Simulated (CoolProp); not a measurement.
Vapour-liquid equilibrium of toluene (1) + n-nonane (2) at 265.65 °C; x and y are mole fractions of (1).

Computed with CoolProp (multi-fluid Helmholtz-energy mixture model, Lemmon 2006 and Lemmon 2006; pair parameters Bell 2016).

| x | bubble pressure, mixture model (MPa) | bubble pressure, Raoult's law (MPa) | y, mixture model | y, Raoult's law |
|---|---|---|---|---|
| 0.05 | 1.076 | 1.073 | 0.082 | 0.097 |
| 0.2 | 1.247 | 1.233 | 0.293 | 0.338 |
| 0.35 | 1.417 | 1.393 | 0.464 | 0.524 |
| 0.5 | 1.582 | 1.553 | 0.608 | 0.672 |
| 0.65 | 1.742 | 1.713 | 0.734 | 0.792 |
| 0.8 | 1.894 | 1.873 | 0.851 | 0.891 |
| 0.95 | 2.039 | 2.033 | 0.963 | 0.975 |

The largest gap from Raoult's law is +1.9 % in bubble pressure, at x = 0.5. No azeotrope shows between x = 0.05 and 0.95.

Pair parameters are fitted to limited data, so mixtures are less certain than the pure fluids.
